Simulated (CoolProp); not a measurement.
Saturated liquid density (kg/m³) of methanol: the reference equation beside estimates from Tc = 513.4 K, pc = 8.216 MPa, ω = 0.565.

Values from CoolProp's reference Helmholtz-energy equation of state, de Reuck 1993.

```json
[
 {"T (K)": "408.3", "reference": "667.6", "Redlich-Kwong": "452.4", "Soave-Redlich-Kwong": "499.8"},
 {"T (K)": "414.4", "reference": "659.1", "Redlich-Kwong": "444.1", "Soave-Redlich-Kwong": "491.3"},
 {"T (K)": "420.4", "reference": "650.3", "Redlich-Kwong": "435.7", "Soave-Redlich-Kwong": "482.7"},
 {"T (K)": "426.5", "reference": "641.1", "Redlich-Kwong": "426.9", "Soave-Redlich-Kwong": "473.4"},
 {"T (K)": "432.5", "reference": "631.5", "Redlich-Kwong": "417.9", "Soave-Redlich-Kwong": "463.8"},
 {"T (K)": "438.6", "reference": "621.2", "Redlich-Kwong": "408.4", "Soave-Redlich-Kwong": "453.6"},
 {"T (K)": "444.6", "reference": "610.6", "Redlich-Kwong": "398.7", "Soave-Redlich-Kwong": "443.0"},
 {"T (K)": "450.7", "reference": "599.1", "Redlich-Kwong": "388.3", "Soave-Redlich-Kwong": "431.5"},
 {"T (K)": "456.8", "reference": "586.9", "Redlich-Kwong": "377.5", "Soave-Redlich-Kwong": "419.4"},
 {"T (K)": "462.8", "reference": "574.0", "Redlich-Kwong": "366.3", "Soave-Redlich-Kwong": "406.6"},
 {"T (K)": "468.9", "reference": "559.8", "Redlich-Kwong": "354.2", "Soave-Redlich-Kwong": "392.7"},
 {"T (K)": "474.9", "reference": "544.6", "Redlich-Kwong": "341.5", "Soave-Redlich-Kwong": "377.9"}
]
```

Absolute difference from the reference over all 12 rows, mean and median: Redlich-Kwong 34.6 and 34.5 %, Soave-Redlich-Kwong 27.5 and 27.2 %.
